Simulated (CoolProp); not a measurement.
R227EA along the isotherm 218.5 K: Z from the reference equation and from simpler models built on Tc = 374.9 K, pc = 2.925 MPa, ω = 0.358; each cubic takes its own stable root.

The numbers come from the reference Helmholtz-energy equation of state, Lemmon 2016 in CoolProp.

| p (MPa) | phase | reference |
|---|---|---|
| 1.04 | liquid | 0.05822 |
| 2.09 | liquid | 0.1168 |
| 3.13 | liquid | 0.1747 |
| 4.18 | liquid | 0.2329 |
| 5.22 | liquid | 0.2905 |
| 6.27 | liquid | 0.3484 |
| 7.31 | liquid | 0.4056 |
| 8.36 | liquid | 0.4632 |
| 9.4 | liquid | 0.5202 |
| 10.4 | liquid | 0.5747 |
| 11.5 | liquid | 0.6347 |
| 12.5 | liquid | 0.6890 |
| 13.6 | liquid | 0.7486 |
| 14.6 | liquid | 0.8027 |

How far does each simpler model (van der Waals, Soave-Redlich-Kwong, Peng-Robinson) lie from the reference over these 14 states: mean and median of the absolute difference, and the worst?


- van der Waals: mean 62.5 %, median 62.1 %, worst +67.0 % at 218.5 K and 1.04 MPa
- Soave-Redlich-Kwong: mean 8.5 %, median 8.5 %, worst +9.0 % at 218.5 K and 1.04 MPa
- Peng-Robinson: mean 3.5 %, median 3.5 %, worst -3.6 % at 218.5 K and 14.6 MPa
